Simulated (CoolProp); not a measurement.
Vapour-liquid equilibrium of R22 (1) + cyclohexane (2) at 39.25 °C; x and y are mole fractions of (1).

Computed with CoolProp (multi-fluid Helmholtz-energy mixture model, Kamei 1995 and Zhou 2014; pair parameters Bell 2016).

| x | bubble pressure, mixture model (kPa) | bubble pressure, Raoult's law (kPa) | y, mixture model | y, Raoult's law |
|---|---|---|---|---|
| 0.05 | 180.6 | 98.00 | 0.866 | 0.768 |
| 0.15 | 441.6 | 246.2 | 0.945 | 0.917 |
| 0.25 | 639.4 | 394.4 | 0.962 | 0.955 |
| 0.35 | 786.8 | 542.5 | 0.970 | 0.971 |
| 0.45 | 898.8 | 690.7 | 0.975 | 0.981 |
| 0.55 | 990.8 | 838.9 | 0.978 | 0.987 |
| 0.65 | 1076 | 987.1 | 0.981 | 0.992 |
| 0.75 | 1168 | 1135 | 0.985 | 0.995 |
| 0.85 | 1278 | 1283 | 0.989 | 0.997 |
| 0.95 | 1419 | 1432 | 0.996 | 0.999 |

The largest gap from Raoult's law is +84.3 % in bubble pressure, at x = 0.05. No azeotrope shows between x = 0.05 and 0.95.

Pair parameters are fitted to limited data, so mixtures are less certain than the pure fluids. The gap from Raoult's law changes sign with composition, which may be real or a fault of the pair parameters; it wasn't checked against measurements. With so large a gap from Raoult's law the liquid may split in two, which this calculation doesn't test in full.
